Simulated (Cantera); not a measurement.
A freely propagating, adiabatic, planar premixed flame of CH4 : C2H6 : O2 : N2 : H2O = 1 : 0.37 : 2.2 : 6.37 : 0.29 (molar parts), equivalence ratio 1.5, unburnt at 400 K and 100.0 Torr; mixture-averaged transport, grid criteria slope 0.08 and curve 0.16, no radiation.

Cantera simulation using GRI-Mech 3.0 (53 species, 325 reactions); the numbers are that mechanism's predictions, not measurements. Burning velocities carry a grid error of a few per cent, more on coarse grids.

**Question.** Predict: laminar burning velocity; thermal thickness; peak x(H2); peak x(CH2O).

**Answer.** 
```json
{
  "laminar_burning_velocity": "65.6 cm/s",
  "thermal_thickness": "2.73 mm",
  "peak x(H2)": "0.0875",
  "peak x(CH2O)": "0.00170"
}
```
